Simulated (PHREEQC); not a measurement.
A solution holds 0.051 mol H2SO4, 6.1e-06 mol H4SiO4 and 0.087 mol KH2PO4 per kg of water, at 60 °C. Closed to the air; pH follows from the charge balance.

Equilibrium calculation in PHREEQC: ion-association model, wateq4f.dat.

This is a speciation only: nothing precipitates in the calculation.

Question: Order these S species by the share of S that they hold, largest first: HSO4-, KSO4-, SO4-2.

Answer: HSO4- (51 %), SO4-2 (37 %), KSO4- (12 %)

The pH is 1.87 and the ionic strength 0.117 mol/kgw. Complexes and solids missing from the database can't appear. H3PO4, which wateq4f.dat lacks, is added to it with the constant of phreeqc.dat. At this temperature some constants are extrapolated from 25 °C, and those without enthalpy data are left unchanged.
